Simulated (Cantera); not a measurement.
## Low-pressure radical oxidation in H2/O2

An isothermal, constant-pressure homogeneous reactor starts with 2.08 % H₂, 49.5 % O₂, 48.5 % N₂, at 975 K and 10.00 Torr.

Detailed kinetics in Cantera: GRI-Mech 3.0 (53 species, 325 reactions). Radical loss at walls, strong at low pressure, is not modelled.

```csv
t (s),x H₂,x O₂,x H₂O₂,x N₂O,x NO,x O
2.00e-5,0.0208,0.495,<1e-12,<1e-12,<1e-12,<1e-12
0.000123,0.0208,0.495,<1e-12,<1e-12,<1e-12,1.05e-12
0.000752,0.0208,0.495,<1e-12,<1e-12,<1e-12,2.92e-11
0.00461,0.0208,0.495,<1e-12,<1e-12,<1e-12,6.33e-9
0.0283,0.000708,0.484,6.05e-8,7.56e-10,2.55e-8,0.00697
0.173,2.87e-5,0.489,3.20e-8,3.42e-9,5.48e-8,0.000651
1.06,7.94e-7,0.489,1.44e-8,4.18e-9,5.49e-8,2.07e-5
6.52,3.06e-8,0.489,2.97e-9,4.34e-9,5.48e-8,1.01e-6
40.0,2.44e-9,0.489,4.91e-10,4.40e-9,5.48e-8,9.34e-8
```
x: mole fraction; the columns are a selection and need not sum to one.

Equilibrium at this temperature and pressure: H₂ 1.06e-11, O₂ 0.489, H₂O₂ 3.44e-12, N₂O 2.19e-10, NO 2.86e-5, O 4.40e-10 (gas phase only).
